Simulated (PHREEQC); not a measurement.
Dissolve 0.0065 mol/kgw Cu(NO3)2, 1.3 mol/kgw HCl and 0.0098 mol/kgw KCl at 15 °C. Closed to the air; pH follows from the charge balance.

Computed with PHREEQC (ion-association model, wateq4f.dat).

No solid was allowed to form.

Task: Order these Cu species by the share of Cu that they hold, largest first: Cu+2, CuCl+, CuCl2.

Result: Cu+2 (67 %), CuCl+ (28 %), CuCl2 (4.5 %)

The pH is 0.02 and the ionic strength 1.32 mol/kgw. Ionic strength above about 0.7 mol/kgw puts this run outside the model's range.
